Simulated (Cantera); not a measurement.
Mixture: C₃H₈ : O₂ : N₂ : CO₂ = 1 : 7.69 : 28.9 : 0.1 (molar parts), at 3.06 atm, adiabatic and at constant volume. Ignition delay is the time to a rise of 400 K.

Detailed kinetics in Cantera: GRI-Mech 3.0 (53 species, 325 reactions). GRI-Mech 3.0 was tuned for natural gas; its chemistry of propane as a main component is partial and can be far from experiment.

### Question
Predict: delay at 1048 K; delay at 1148 K; delay at 1248 K; delay at 1348 K; apparent activation energy between 1298 and 1398 K.

### Answer
delay at 1048 K: 74.4 ms
delay at 1148 K: 9.12 ms
delay at 1248 K: 1.28 ms
delay at 1348 K: 0.237 ms
apparent activation energy between 1298 and 1398 K: 230 kJ/mol
